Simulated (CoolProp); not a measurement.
Aqueous magnesium chloride as a coolant, 11 % by mass, freezing at -9.8 °C, 1 atm.

Model: Melinder's fits for secondary coolants, in CoolProp.

| T (°C) | conductivity (W/(m K)) | cp (kJ/(kg K)) | viscosity (mPa s) | density (kg/m³) |
|---|---|---|---|---|
| -6 | 0.527 | [?] | 3.71 | [?] |
| 3.3 | 0.544 | 3.523 | 2.64 | 1097 |
| 12.6 | [?] | 3.540 | 1.97 | 1095 |
| 21.9 | 0.577 | [?] | 1.50 | 1092 |
| 31.2 | 0.593 | 3.573 | 1.16 | [?] |

Task: What belongs in the gaps?

Result: 
- -6, cp (kJ/(kg K)): 3.503
- -6, density (kg/m³): 1099
- 12.6, conductivity (W/(m K)): 0.561
- 21.9, cp (kJ/(kg K)): 3.557
- 31.2, density (kg/m³): 1088
